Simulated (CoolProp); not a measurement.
Vapour-liquid equilibrium of ethylbenzene (1) + n-nonane (2) at 310 kPa; x and y are mole fractions of (1).

Model: multi-fluid Helmholtz-energy mixture model, Zhou 2012 and Lemmon 2006; pair parameters Bell 2016, in CoolProp.

```json
[
 {"x": "0.05", "bubble temperature, mixture model (°C)": "?", "bubble temperature, Raoult's law (°C)": "197.9", "y, mixture model": "0.070", "y, Raoult's law": "0.067"},
 {"x": "0.15", "bubble temperature, mixture model (°C)": "195.2", "bubble temperature, Raoult's law (°C)": "196.2", "y, mixture model": "0.202", "y, Raoult's law": "0.194"},
 {"x": "0.25", "bubble temperature, mixture model (°C)": "?", "bubble temperature, Raoult's law (°C)": "194.5", "y, mixture model": "0.321", "y, Raoult's law": "0.313"},
 {"x": "0.35", "bubble temperature, mixture model (°C)": "191.0", "bubble temperature, Raoult's law (°C)": "192.9", "y, mixture model": "0.429", "y, Raoult's law": "0.424"},
 {"x": "0.45", "bubble temperature, mixture model (°C)": "189.3", "bubble temperature, Raoult's law (°C)": "191.3", "y, mixture model": "0.528", "y, Raoult's law": "0.529"},
 {"x": "0.55", "bubble temperature, mixture model (°C)": "187.8", "bubble temperature, Raoult's law (°C)": "189.8", "y, mixture model": "0.619", "y, Raoult's law": "0.627"},
 {"x": "0.65", "bubble temperature, mixture model (°C)": "186.5", "bubble temperature, Raoult's law (°C)": "188.3", "y, mixture model": "0.705", "y, Raoult's law": "0.719"},
 {"x": "0.75", "bubble temperature, mixture model (°C)": "185.4", "bubble temperature, Raoult's law (°C)": "186.9", "y, mixture model": "0.788", "y, Raoult's law": "0.805"},
 {"x": "0.85", "bubble temperature, mixture model (°C)": "184.4", "bubble temperature, Raoult's law (°C)": "185.5", "y, mixture model": "?", "y, Raoult's law": "0.887"},
 {"x": "0.95", "bubble temperature, mixture model (°C)": "183.7", "bubble temperature, Raoult's law (°C)": "184.1", "y, mixture model": "?", "y, Raoult's law": "0.963"}
]
```

Q: What belongs in the gaps?

A: 
- 0.05, bubble temperature, mixture model (°C): 197.5
- 0.25, bubble temperature, mixture model (°C): 193.0
- 0.85, y, mixture model: 0.871
- 0.95, y, mixture model: 0.956

The largest gap from Raoult's law is -2.0 K in bubble temperature, at x = 0.55. No azeotrope shows between x = 0.05 and 0.95.

The pair parameters rest on a limited set of measurements; away from them the model extrapolates.
